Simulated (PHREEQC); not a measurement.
Consider water at 25 °C with 0.033 mol/kgw SrCl2 and 9.7e-07 mol/kgw H4SiO4. It is in equilibrium with CO2 at log p = -3.4 (atm). Otherwise closed; pH follows from the charge balance.

The numbers come from PHREEQC with the ion-association model, wateq4f.dat.

The pH is 5.56 and the ionic strength comes out as 0.0990 mol/kgw.

```tsv
species	molality	activity	log γ
Cl-	0.0660	0.0505	-0.116
Sr+2	0.0330	0.0130	-0.404
CO2	1.33e-5	1.36e-5	0.010
H+	3.33e-6	2.75e-6	-0.083
HCO3-	2.77e-6	2.19e-6	-0.103
H4SiO4	9.70e-7	9.92e-7	0.010
SrHCO3+	5.52e-7	4.36e-7	-0.103
OH-	4.76e-9	3.63e-9	-0.118
```

No solid was allowed to form.
